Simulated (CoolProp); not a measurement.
R365MFC along the isotherm 14.35 °C: Z from the reference equation and from simpler models built on Tc = 186.9 °C, pc = 32.66 bar, ω = 0.377; each cubic takes its own stable root.

Computed with CoolProp (reference Helmholtz-energy equation of state, Lemmon 2016).

```tsv
p (bar)	phase	reference
14.8	liquid	0.07147
29.7	liquid	0.1431
44.5	liquid	0.2138
59.4	liquid	0.2848
74.2	liquid	0.3549
89.1	liquid	0.4252
104	liquid	0.4952
119	liquid	0.5654
134	liquid	0.6353
148	liquid	0.7003
163	liquid	0.7697
```

Question: How far does each simpler model (van der Waals, Redlich-Kwong, Soave-Redlich-Kwong, Peng-Robinson) lie from the reference over these 11 states: mean and median of the absolute difference, and the worst?

Answer: 
- van der Waals: mean 60.9 %, median 60.4 %, worst +65.8 % at 14.35 °C and 14.8 bar
- Redlich-Kwong: mean 11.8 %, median 11.7 %, worst +13.4 % at 14.35 °C and 14.8 bar
- Soave-Redlich-Kwong: mean 7.6 %, median 7.6 %, worst +8.1 % at 14.35 °C and 14.8 bar
- Peng-Robinson: mean 4.4 %, median 4.4 %, worst -4.5 % at 14.35 °C and 163 bar
